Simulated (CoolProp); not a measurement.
Vapour-liquid equilibrium of isohexane (1) + n-hexane (2) at 274.3 K; x and y are mole fractions of (1).

Model: multi-fluid Helmholtz-energy mixture model, Lemmon 2006 and Thol 2019; pair parameters Bell 2016, in CoolProp.

```tsv
x	bubble pressure, mixture model (MPa)	bubble pressure, Raoult's law (MPa)	y, mixture model	y, Raoult's law
0.05	0.006592	0.006576	0.074	0.072
0.125	0.006845	0.006807	0.178	0.174
0.2	0.007095	0.007037	0.275	0.270
0.275	0.007341	0.007268	0.364	0.359
0.35	0.007584	0.007499	0.447	0.443
0.425	0.007822	0.007729	0.524	0.522
0.5	0.008056	0.007960	0.597	0.597
0.575	0.008285	0.008191	0.666	0.667
0.65	0.008509	0.008421	0.731	0.733
0.725	0.008729	0.008652	0.792	0.796
0.8	0.008944	0.008883	0.851	0.855
0.875	0.009155	0.009113	0.908	0.912
0.95	0.009362	0.009344	0.964	0.966
```

The largest gap from Raoult's law is +1.2 % in bubble pressure, at x = 0.5. No azeotrope shows between x = 0.05 and 0.95.

The pair parameters rest on a limited set of measurements; away from them the model extrapolates.
